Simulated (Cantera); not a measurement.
What does this Cantera script print?

```python
import numpy as np
import cantera as ct

gas_names = """
    O3 O
""".split()
cond_names = """

""".split()


# ... load() reads the species with a 1 bar reference pressure and builds the phases ...
species = {s.name: s for s in load("nasa_gas.yaml", gas_names) + load("nasa_condensed.yaml", cond_names)}
# Each term lists the table entries of one substance; the one whose range holds T is used.
reactions = {
    'O3(g) = 3 O(g)':
        [(-1, ['O3']), (3, ['O'])],
}


def pick(names, T):
    return next(species[n] for n in names if species[n].thermo.min_temp <= T <= species[n].thermo.max_temp)


results = []
for label, terms in reactions.items():
    print(label)
    print("     T/K   dH/kJ  dS/(J/K)   dG/kJ   log10 K")
    for T in [2100, 2175, 2250, 2325, 2400, 2475, 2550, 2625, 2700, 2775, 2850]:
        used = [(nu, pick(names, T)) for nu, names in terms]
        dH = sum(nu * s.thermo.h(T) for nu, s in used) / 1e6
        dS = sum(nu * s.thermo.s(T) for nu, s in used) / 1e3
        dG = dH - T * dS / 1e3
        logK = -dG * 1e6 / (ct.gas_constant * T * np.log(10))
        results.append((label, T, dH, dS, dG, logK, [s.name for _, s in used]))
        print(f"{T:8g} {dH:8.1f} {dS:8.1f} {dG:8.1f} {logK:8.2f}")
```

It prints:

```
O3(g) = 3 O(g)
     T/K   dH/kJ  dS/(J/K)   dG/kJ   log10 K
    2100    617.1    264.8     61.1    -1.52
    2175    616.3    264.4     41.2    -0.99
    2250    615.5    264.0     21.4    -0.50
    2325    614.5    263.6      1.6    -0.04
    2400    613.4    263.2    -18.1     0.39
    2475    612.2    262.7    -37.9     0.80
    2550    610.9    262.1    -57.5     1.18
    2625    609.4    261.5    -77.2     1.54
    2700    607.8    260.9    -96.8     1.87
    2775    606.1    260.3   -116.3     2.19
    2850    604.3    259.7   -135.8     2.49
```

Source: NASA polynomial tables (part measured, part estimated), evaluated in Cantera. Condensed species are held in their standard states even where they would react or evaporate.
